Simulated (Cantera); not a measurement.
**SiHCl3 + N2 + H2 (silicon nitride deposition)**

Charge: 1 mol SiHCl3, 19 mol N2, 31 mol H2, equilibrated at 0.000130 bar.

Cantera equilibrium calculation (NASA polynomials, part measured and part estimated; ideal gas, pure solids and liquids). Candidate condensed phases: NH4Cl, Si, Si3N4; 28 gas species. The tables' values for SiCl, SiN are old estimates; treat these amounts as uncertain. Gases not in the tables: Si2H6 and higher silanes. Equilibrium is a limit: real reactors are often held back by kinetics, nucleation or transport.

From 1575 K to 1675 K the condensed part is Si(s). From 1700 K to 1725 K the condensed part is Si(l). From 1750 K to 1850 K nothing is condensed. The main Si-bearing gas is SiCl2 at 1575 K and Si at 1850 K.

```csv
T (K),x H2,x N2,x HCl,x H,x Si,n Si(s),n Si(l)
1575,0.584,0.365,0.0393,0.00278,0.000442,0.502,0
1600,0.583,0.364,0.0391,0.00364,0.000750,0.479,0
1625,0.582,0.364,0.0388,0.00472,0.00125,0.446,0
1650,0.580,0.363,0.0386,0.00607,0.00206,0.396,0
1675,0.578,0.363,0.0382,0.00774,0.00334,0.319,0
1700,0.575,0.361,0.0380,0.00980,0.00522,0,0.214
1725,0.572,0.360,0.0381,0.0123,0.00781,0,0.0753
1750,0.567,0.359,0.0394,0.0154,0.00995,0,0
1775,0.562,0.357,0.0416,0.0190,0.0112,0,0
1800,0.557,0.356,0.0435,0.0234,0.0124,0,0
1825,0.551,0.355,0.0451,0.0287,0.0135,0,0
1850,0.545,0.353,0.0463,0.0349,0.0144,0,0
```
x: gas mole fraction; n: condensed amount in mol.
